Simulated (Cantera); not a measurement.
A Cantera script and what it prints.

```python
import numpy as np
import cantera as ct

gas_names = """
    Fe FeO Fe(OH)2 H HNO HNO2 HNO3 HO2 H2 H2O H2O2 N NH NH2 NH3 NH2OH NO NO2 NO3 N2 N2H2 N2H4 N2O O OH
    O2 O3
""".split()
cond_names = """
    Fe(a) Fe(c) Fe(d) Fe(L) FeO(s) FeO(L) Fe(OH)2(s) Fe(OH)3(s) Fe2O3(s) Fe3O4(s) H2O(s) H2O(L)
""".split()


# ... load() reads the species with a 1 bar reference pressure and builds the phases ...
atoms = {
    'Fe': {'Fe': 1},
    'H2O': {'H': 2, 'O': 1},
    'N2': {'N': 2},
}
top_T = {'Fe2O3(s)': 1830, 'Fe3O4(s)': 1870}  # K; cautious upper limits of use, not melting points


# ... equilibrate(T, P, feed) seeds the gas with the atoms and calls Mixture.equilibrate('TP', solver="vcs", rtol=1e-11, max_steps=5000) ...
results = []
feed = {'Fe': 1, 'H2O': 0.02, 'N2': 2.5}  # mol
T = 1425  # K
P = 1000  # Pa
mix = equilibrate(T, P, feed)
results.append((T, P, feed, dict(zip(mix.species_names, mix.species_moles))))
x = sorted(zip(gas.X, gas.species_names), reverse=True)
print(f"T = {T:g} K  P = {P:g} Pa  gas = {mix.phase_moles(0):.4g} mol")
print("   x: " + "  ".join(f"{s} {v:.3e}" for v, s in x if v > 1e-06))
print("   condensed (mol): " + ("  ".join(f"{mix.phase(i).name} {mix.phase_moles(i):.4g}"
      for i in range(1, mix.n_phases) if mix.phase_moles(i) > 1e-12) or "none"))
```

Output:

```
T = 1425 K  P = 1000 Pa  gas = 2.52 mol
   x: N2 9.921e-01  H2 5.723e-03  H2O 2.211e-03  H 5.160e-06  Fe 2.794e-06
   condensed (mol): Fe(c) 0.9856  FeO(s) 0.01443
```

Method: chemical equilibrium by Gibbs-energy minimisation in Cantera with the NASA 1993 tables (ideal gas, pure condensed phases). Mutual solubility and eutectic melting of coexisting phases are not modelled. The tables' stoichiometric FeO is somewhat more stable than real wüstite, so its field is too wide. FeO: taken at fixed stoichiometry.
